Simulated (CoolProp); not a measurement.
Vapour-liquid equilibrium of trans-2-butene (1) + acetone (2) at 66.85 °C; x and y are mole fractions of (1).

Values from CoolProp's multi-fluid Helmholtz-energy mixture model, Lemmon 2005 and Lemmon 2006; pair parameters Bell 2016.

Q: Give the bubble pressure and the first vapour's composition at x = 0.15, 0.25, 0.45. Is there an azeotrope?

A: x = 0.15: 0.3374 MPa, y = 0.606; x = 0.25: 0.4311 MPa, y = 0.711; x = 0.45: 0.5529 MPa, y = 0.804. No azeotrope shows between x = 0.05 and 0.95.

The pair parameters rest on a limited set of measurements; away from them the model extrapolates.
